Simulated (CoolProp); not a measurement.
Acetone at several states: density (kg/m³) from the reference equation and from simpler models built on Tc = 508.1 K, pc = 4.692 MPa, ω = 0.307; each cubic takes its own stable root.

Values from CoolProp's reference Helmholtz-energy equation of state, Lemmon 2006. It is a short technical equation, of lower accuracy than the large ones.

```csv
T (K),p (MPa),phase,reference
307.2,0.553,liquid,775.0
332.5,5.59,liquid,752.2
370.4,0.0397,gas,0.7573
354.1,1.46,liquid,720.6
```

Task: How far does each simpler model (van der Waals, Redlich-Kwong, Soave-Redlich-Kwong, Peng-Robinson) lie from the reference over these 4 states: mean and median of the absolute difference, and the worst?

Result: 
- van der Waals: mean 36.4 %, median 48.0 %, worst -48.8 % at 307.2 K and 0.553 MPa
- Redlich-Kwong: mean 18.7 %, median 24.5 %, worst -25.3 % at 354.1 K and 1.46 MPa
- Soave-Redlich-Kwong: mean 16.3 %, median 21.5 %, worst -21.8 % at 307.2 K and 0.553 MPa
- Peng-Robinson: mean 8.7 %, median 11.4 %, worst -11.7 % at 307.2 K and 0.553 MPa
